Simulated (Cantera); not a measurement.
An isothermal, constant-pressure homogeneous reactor starts with 34.0 % H2, 18.9 % O2, 47.2 % N2, equivalence ratio 0.90, at 1375 K and 100000 Pa.

Cantera simulation using GRI-Mech 3.0 (53 species, 325 reactions); the numbers are that mechanism's predictions, not measurements. The temperature is held fixed by assumption; the heat of reaction is taken as removed at once.

x: mole fraction; the columns are a selection and need not sum to one.

```
t (s)           x H2    x O2  x H2O         x O      x H2O2       x N2O
--------  ----------  ------  -----  ----------  ----------  ----------
0.000700    0.000360  0.0228  0.408     2.47e-5     6.69e-7     1.56e-7
0.00190      5.70e-5  0.0227  0.409     4.56e-6     1.88e-7     1.67e-7
0.00515      1.03e-5  0.0227  0.409     1.09e-6     5.50e-8     1.67e-7
0.0140    (withheld)  0.0227  0.409  (withheld)  (withheld)  (withheld)
0.0378       1.16e-6  0.0227  0.409     1.43e-7     8.40e-9     1.13e-7
0.103        8.54e-7  0.0227  0.409     9.94e-8     5.98e-9  (withheld)
0.278        8.36e-7  0.0227  0.409     9.66e-8     5.83e-9     1.27e-8
0.755        8.36e-7  0.0227  0.409     9.65e-8     5.82e-9     9.60e-9
2.05         8.36e-7  0.0227  0.409     9.65e-8     5.82e-9     9.59e-9
5.55         8.36e-7  0.0227  0.409     9.65e-8     5.82e-9     9.59e-9
15.0         8.36e-7  0.0227  0.409     9.65e-8     5.82e-9     9.59e-9
40.8         8.36e-7  0.0227  0.409     9.65e-8     5.82e-9     9.59e-9
111          8.36e-7  0.0227  0.409     9.65e-8     5.82e-9     9.59e-9
300          8.36e-7  0.0227  0.409     9.65e-8     5.82e-9     9.59e-9
```

Question: What belongs in the gaps?

Answer: 
- 0.0140, x H2: 2.75e-6
- 0.0140, x O: 3.39e-7
- 0.0140, x H2O2: 1.88e-8
- 0.0140, x N2O: 1.53e-7
- 0.103, x N2O: 5.03e-8
